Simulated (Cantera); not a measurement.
## Premixed flame

A freely propagating, adiabatic, planar premixed flame of CH4 : C2H6 : O2 : N2 : H2O = 1 : 0.29 : 3.01 : 11.3 : 4.4 (molar parts), equivalence ratio 1.0, unburnt at 475 K and 13300 Pa; multicomponent+Soret transport, grid criteria slope 0.08 and curve 0.16, no radiation.

Computed with Cantera and GRI-Mech 3.0 (53 species, 325 reactions). Burning velocities carry a grid error of a few per cent, more on coarse grids.

```json
[
 {"z (mm)": "-10.6", "T (K)": "475", "u (m/s)": "0.637", "x CH4": "0.0500", "x C2H6": "0.0145", "x O2": "0.150", "x NO": "<1e-8", "x HO2": "4.44e-8", "x HCO": "<1e-8"},
 {"z (mm)": "-7.10", "T (K)": "476", "u (m/s)": "0.640", "x CH4": "0.0498", "x C2H6": "0.0145", "x O2": "0.150", "x NO": "<1e-8", "x HO2": "5.71e-7", "x HCO": "<1e-8"},
 {"z (mm)": "-5.32", "T (K)": "481", "u (m/s)": "0.647", "x CH4": "0.0495", "x C2H6": "0.0145", "x O2": "0.150", "x NO": "<1e-8", "x HO2": "2.97e-6", "x HCO": "<1e-8"},
 {"z (mm)": "-3.55", "T (K)": "521", "u (m/s)": "0.703", "x CH4": "0.0476", "x C2H6": "0.0143", "x O2": "0.148", "x NO": "2.13e-8", "x HO2": "2.53e-5", "x HCO": "<1e-8"},
 {"z (mm)": "-1.77", "T (K)": "819", "u (m/s)": "1.12", "x CH4": "0.0367", "x C2H6": "0.0114", "x O2": "0.126", "x NO": "3.61e-7", "x HO2": "8.05e-5", "x HCO": "1.35e-7"},
 {"z (mm)": "-0.887", "T (K)": "1157", "u (m/s)": "1.60", "x CH4": "0.0228", "x C2H6": "0.00550", "x O2": "0.0931", "x NO": "9.33e-7", "x HO2": "8.35e-5", "x HCO": "4.86e-6"},
 {"z (mm)": "0", "T (K)": "1482", "u (m/s)": "2.08", "x CH4": "0.00616", "x C2H6": "0.000330", "x O2": "0.0521", "x NO": "1.97e-6", "x HO2": "5.48e-5", "x HCO": "2.93e-5"},
 {"z (mm)": "0.887", "T (K)": "1606", "u (m/s)": "2.25", "x CH4": "0.000410", "x C2H6": "5.92e-7", "x O2": "0.0287", "x NO": "3.31e-6", "x HO2": "6.52e-6", "x HCO": "7.15e-6"},
 {"z (mm)": "1.77", "T (K)": "1637", "u (m/s)": "2.28", "x CH4": "1.25e-5", "x C2H6": "<1e-8", "x O2": "0.0214", "x NO": "4.09e-6", "x HO2": "2.59e-6", "x HCO": "2.96e-7"},
 {"z (mm)": "3.55", "T (K)": "1672", "u (m/s)": "2.32", "x CH4": "2.00e-8", "x C2H6": "<1e-8", "x O2": "0.0177", "x NO": "4.74e-6", "x HO2": "2.02e-6", "x HCO": "1.03e-8"},
 {"z (mm)": "7.10", "T (K)": "1715", "u (m/s)": "2.37", "x CH4": "<1e-8", "x C2H6": "<1e-8", "x O2": "0.0155", "x NO": "5.31e-6", "x HO2": "1.65e-6", "x HCO": "<1e-8"},
 {"z (mm)": "14.2", "T (K)": "1768", "u (m/s)": "2.44", "x CH4": "<1e-8", "x C2H6": "<1e-8", "x O2": "0.0133", "x NO": "6.06e-6", "x HO2": "1.25e-6", "x HCO": "<1e-8"},
 {"z (mm)": "28.4", "T (K)": "1824", "u (m/s)": "2.50", "x CH4": "<1e-8", "x C2H6": "<1e-8", "x O2": "0.0108", "x NO": "7.13e-6", "x HO2": "8.71e-7", "x HCO": "<1e-8"}
]
```
x: mole fraction of selected species; z is measured from the peak of heat release.

The laminar burning velocity is 63.7 cm/s and the thermal thickness is 3.55 mm. The peak x(HO2) comes out as 8.61e-5 and the peak x(HCO) is 2.95e-5. The grid points is 160.
